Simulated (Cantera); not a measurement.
Input: 1 mol H₂S, 0.0064 mol SO₂, 4.3 mol H₂, at 95.0 mbar.

Cantera equilibrium calculation (NASA polynomials, part measured and part estimated; ideal gas, pure solids and liquids). Candidate condensed phases: H₂O, H₂SO₄, S; 19 gas species. Gases not in the tables: S₃ to S₇. The numbers say what is thermodynamically allowed, not how fast it happens.

x: gas mole fraction; nothing condenses.

```
T (K)   x H₂   x H₂S      x S₂      x SH
-----  -----  ------  --------  --------
673    0.808   0.190  9.48e-10  2.87e-10
823    0.808   0.190   3.07e-7   5.91e-8
973    0.808   0.190   1.73e-5   2.39e-6
1123   0.808   0.189  0.000335   3.60e-5
1273   0.811   0.183         …         …
1423   0.824   0.159    0.0135   0.00124
1573   0.845       …         …         …
1723   0.863  0.0810    0.0461   0.00697
1873   0.873  0.0542    0.0555    0.0116
```

Task: Complete the blanks.

Result: 
- 1273, x S₂: 0.00304
- 1273, x SH: 0.000278
- 1573, x H₂S: 0.119
- 1573, x S₂: 0.0308
- 1573, x SH: 0.00345
